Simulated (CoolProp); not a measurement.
A simple Rankine cycle with chloromethane (R40): condensing at 291.15 K, boiler at 6.08 MPa, turbine inlet 412.2 K, turbine efficiency 0.7, pump efficiency 0.7, no recuperator. Each further row changes one setting.

The numbers come from the reference Helmholtz-energy equation of state, Thol 2014 in CoolProp.

```tsv
case	thermal efficiency (%)	net work (kJ/kg)	heat in (kJ/kg)	turbine exit temperature (K)	volume ratio over the turbine
as stated	14.4	53.2	368	291.2	14.1
turbine inlet 432.2 K	15.4	65.0	423	291.2	11.7
condensing temperature 283.15 K	15.5	58.9	381	283.2	18.0
boiler pressure 4.26 MPa	14.1	61.0	432	291.2	7.94
turbine efficiency 0.6	12.0	44.3	368	291.2	14.5
```

The expansion ends wet for: as stated; turbine inlet 432.2 K; condensing temperature 283.15 K; boiler pressure 4.26 MPa; turbine efficiency 0.6.
